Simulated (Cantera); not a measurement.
Input: 1 mol MgSO4, 0.07 mol O2, equilibrated at 4.20 bar.

Method: chemical equilibrium by Gibbs-energy minimisation in Cantera with the NASA 1993 tables (ideal gas, pure condensed phases). Candidate condensed phases: Mg, MgO, MgS, MgSO4, S; 14 gas species. Kinetics and transport are ignored. All values below are at 1627 °C.

Base state: SO2 0.633, O2 0.361, SO3 0.00589, O 8.75e-5, SO 2.94e-5 (mole fractions); condensed: MgO(s).

Question: What changes in the equilibrium state with this change: 0.031 mol HF added?

Answer: 
```json
[
 {"species": "SO2", "before": "0.633", "after": "0.621"},
 {"species": "O2", "before": "0.361", "after": "0.354"},
 {"species": "HF", "before": "0", "after": "0.0160"},
 {"species": "MgF2", "before": "0", "after": "0.00172"},
 {"species": "H2O", "before": "0", "after": "0.00166"},
 {"species": "OH", "before": "0", "after": "0.000126"},
 {"species": "SO3", "before": "0.00589", "after": "0.00572"},
 {"species": "O", "before": "8.75e-5", "after": "8.66e-5"},
 {"species": "MgO(s), mol", "before": "1.00", "after": "0.997"}
]
```
Further candidate phases: H2O, H2SO4, MgF2, Mg(OH)2.
